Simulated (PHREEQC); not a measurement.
Leach liquor: an equilibrium model

Dissolve 0.025 mol H2SO4, 0.068 mol ZnSO4 and 0.022 mol NiSO4 per kg of water at 25 °C. Closed to the air; pH follows from the charge balance.

All values are PHREEQC results (ion-association model, wateq4f.dat), not measurements.

Precipitation was switched off in this run.

Estimate the pH.

pH 1.73.

In which forms is Ni present?

Ni+2 62 %, NiSO4 38 % of the Ni.

Species that the database lacks are ignored.
